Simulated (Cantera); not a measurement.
Input (Python, Cantera):

```python
import numpy as np
import cantera as ct

gas = ct.Solution("gri30.yaml")
gas.TPX = 500, 460000, {'CH4': 1, 'H2': 0.42, 'O2': 2.6, 'N2': 9.78}
flame = ct.FreeFlame(gas, width=0.014)
flame.set_refine_criteria(ratio=3, slope=0.08, curve=0.16)
flame.transport_model = "mixture-averaged"
flame.solve(loglevel=0, auto=True)
z, T = flame.grid, flame.T
thick = (T[-1] - T[0]) / np.gradient(T, z).max()
show = ['CH4', 'H2', 'O2', 'HCO', 'C2H6', 'N2O']
print(f"laminar burning velocity  {flame.velocity[0] * 100:.3f} cm/s")
print(f"burnt temperature         {T[-1]:.1f} K")
print(f"thermal thickness         {thick * 1e3:.4f} mm")
print(f"grid points               {len(z)}")
z0 = z[flame.heat_release_rate.argmax()]
print(f"{'z/mm':>9s}{'T/K':>9s}{'u/(m/s)':>9s}" + "".join(f"{s:>11s}" for s in show))
rows = []
for k in (-3, -2, -1.5, -1, -0.5, -0.25, 0, 0.25, 0.5, 1, 2, 4, 8):
    zz = z0 + k * thick
    rows.append([k * thick, np.interp(zz, z, T), np.interp(zz, z, flame.velocity),
                 *(np.interp(zz, z, flame.X[gas.species_index(s)]) for s in show)])
    print(f"{rows[-1][0] * 1e3:9.3f}{rows[-1][1]:9.1f}{rows[-1][2]:9.3f}" + "".join(f"{x:11.3e}" for x in rows[-1][3:]))
```

It prints:

```
laminar burning velocity  53.449 cm/s
burnt temperature         2226.7 K
thermal thickness         0.1169 mm
grid points               143
     z/mm      T/K  u/(m/s)        CH4         H2         O2        HCO       C2H6        N2O
   -0.351    500.5    0.535  7.250e-02  2.954e-02  1.886e-01  1.622e-18  2.664e-08  8.577e-12
   -0.234    505.3    0.539  7.236e-02  2.794e-02  1.886e-01  4.758e-15  5.272e-07  1.553e-10
   -0.175    520.0    0.554  7.169e-02  2.607e-02  1.880e-01  1.991e-13  2.940e-06  8.235e-10
   -0.117    600.3    0.639  6.760e-02  2.262e-02  1.830e-01  7.739e-11  2.870e-05  7.343e-09
   -0.058    995.6    1.065  4.675e-02  1.743e-02  1.503e-01  1.890e-07  3.057e-04  7.401e-08
   -0.029   1389.9    1.493  2.516e-02  1.464e-02  1.124e-01  5.314e-06  4.585e-04  1.833e-07
    0.000   1771.7    1.907  5.250e-03  1.084e-02  6.965e-02  2.125e-05  5.560e-05  3.744e-07
    0.029   1943.1    2.084  2.520e-04  6.542e-03  4.701e-02  4.857e-06  1.335e-07  6.159e-07
    0.058   2017.6    2.154  6.716e-06  4.787e-03  3.981e-02  2.127e-07  1.005e-10  7.808e-07
    0.117   2100.2    2.231  9.972e-09  3.477e-03  3.511e-02  1.158e-08  5.714e-16  8.967e-07
    0.234   2169.6    2.296  3.917e-13  2.060e-03  3.213e-02  2.342e-09  1.654e-22  9.023e-07
    0.468   2209.8    2.333  1.366e-15  1.076e-03  3.061e-02  4.308e-10  4.191e-28  7.290e-07
    0.935   2224.8    2.347  1.147e-16  7.021e-04  3.006e-02  1.437e-10  2.357e-29  5.642e-07
```

Detailed kinetics in Cantera: GRI-Mech 3.0 (53 species, 325 reactions). Burning velocities carry a grid error of a few per cent, more on coarse grids.
